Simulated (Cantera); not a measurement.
A closed system holds: 1 mol SiCl4, 4.7 mol H2, at 1075 K and 2.60 bar.

Cantera equilibrium calculation (NASA polynomials, part measured and part estimated; ideal gas, pure solids and liquids). Candidate condensed phases: Si; 19 gas species. The tables' values for SiCl3 are old estimates; treat these amounts as uncertain. The numbers say what is thermodynamically allowed, not how fast it happens.

Base state: H2 0.786, SiCl4 0.138, HCl 0.0385, SiHCl3 0.0351, SiCl3 0.00105, SiH2Cl2 0.00104, SiCl2 0.000125 (mole fractions); condensed: gas only.

What changes in the equilibrium state with this change: temperature from 1075 K to 850 K?


```tsv
species	before	after
H2	0.786	0.810
SiCl4	0.138	0.161
HCl	0.0385	0.0148
SiHCl3	0.0351	0.0146
SiCl2	0.000125	1.43e-7
SiCl3	0.00105	1.80e-5
SiH2Cl2	0.00104	0.000116
```

What changes in the equilibrium state with this change: temperature from 1075 K to 623 K?


```json
[
 {"species": "H2", "before": "0.786", "after": "0.822"},
 {"species": "SiCl4", "before": "0.138", "after": "0.173"},
 {"species": "HCl", "before": "0.0385", "after": "0.00257"},
 {"species": "SiHCl3", "before": "0.0351", "after": "0.00256"},
 {"species": "SiCl2", "before": "0.000125", "after": "<1e-9"},
 {"species": "SiCl3", "before": "0.00105", "after": "1.23e-8"}
]
```
